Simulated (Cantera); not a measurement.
**Fe3O4 + CO + H2 + CO2 (carbothermic reduction)**

A closed system holds: 1 mol Fe3O4, 3.1 mol CO, 3.7 mol H2, 0.053 mol CO2, equilibrated at 10.0 mbar.

Cantera equilibrium calculation (NASA polynomials, part measured and part estimated; ideal gas, pure solids and liquids). Candidate condensed phases: C, C6H6, C7H8, C8H18, Fe, Fe(CO)5, FeO, Fe(OH)2, Fe(OH)3, Fe2O3, Fe3O4, H2O; 114 gas species. Each liquid is taken as pure. Mutual solubility and eutectic melting of coexisting phases are not modelled. The tables' stoichiometric FeO is somewhat more stable than real wüstite, so its field is too wide. FeO: taken at fixed stoichiometry. Rates play no part.

At 1350 °C the condensed part is Fe(γ) + FeO(s). From 1400 °C to 1500 °C the condensed part is Fe(δ) + FeO(l). From 1550 °C to 1750 °C the condensed part is Fe(l) + FeO(l). From 1800 °C to 1900 °C the condensed part is FeO(l). The main Fe-bearing gas is Fe throughout. The share of Fe in condensed phases is highest at 1350 °C (100.0 %) and lowest at 1900 °C (65.3 %).

```tsv
T (°C)	x CO	x H2	x H2O	x Fe	x CO2	x H	n Fe(γ)	n FeO(s)	n Fe(δ)	n FeO(l)	n Fe(l)
1350	0.400	0.368	0.172	0.000167	0.0601	0.000419	0.535	2.46	0	0	0
1400	0.402	0.366	0.173	0.000401	0.0575	0.000689	0	0	0.526	2.47	0
1450	0.406	0.367	0.171	0.000913	0.0538	0.00111	0	0	0.485	2.51	0
1500	0.408	0.368	0.169	0.00198	0.0505	0.00173	0	0	0.443	2.54	0
1550	0.410	0.368	0.168	0.00407	0.0477	0.00263	0	0	0	2.57	0.403
1600	0.410	0.365	0.168	0.00791	0.0459	0.00390	0	0	0	2.57	0.372
1650	0.408	0.360	0.167	0.0148	0.0440	0.00565	0	0	0	2.58	0.319
1700	0.404	0.354	0.165	0.0268	0.0421	0.00802	0	0	0	2.58	0.227
1750	0.396	0.343	0.162	0.0471	0.0399	0.0111	0	0	0	2.58	0.0708
1800	0.381	0.319	0.170	0.0714	0.0419	0.0148	0	0	0	2.46	0
1850	0.363	0.285	0.186	0.0975	0.0471	0.0191	0	0	0	2.24	0
1900	0.341	0.247	0.202	0.127	0.0535	0.0240	0	0	0	1.96	0
```
x: gas mole fraction; n: condensed amount in mol.
